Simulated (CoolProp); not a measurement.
A single-stage vapour-compression cycle with CH2F2 (R32): evaporating at 224.15 K (dew point), condensing at 278.15 K (bubble point), superheat 8 K, subcooling 5 K, compressor efficiency 0.75, no pressure losses. Each further row changes one setting.

Computed with CoolProp (reference Helmholtz-energy equation of state, Tillner-Roth 1997).

| case | cooling COP | pressure ratio | discharge temperature (K) | refrigerating effect (kJ/kg) | volumetric capacity (kJ/m³) |
|---|---|---|---|---|---|
| as stated | 2.46 | 8.22 | 384.2 | 305 | 989 |
| evaporating temperature 229.15 K | 2.84 | 6.45 | 371.6 | 307 | 1250 |
| condensing temperature 273.15 K | 2.78 | 7.02 | 371.9 | 313 | 1020 |
| subcooling 10 K | 2.53 | 8.22 | 384.2 | 313 | 1020 |
| superheat 18 K | 2.41 | 8.22 | 398.0 | 313 | 968 |
| compressor efficiency 0.65 | 2.13 | 8.22 | 402.6 | 305 | 989 |
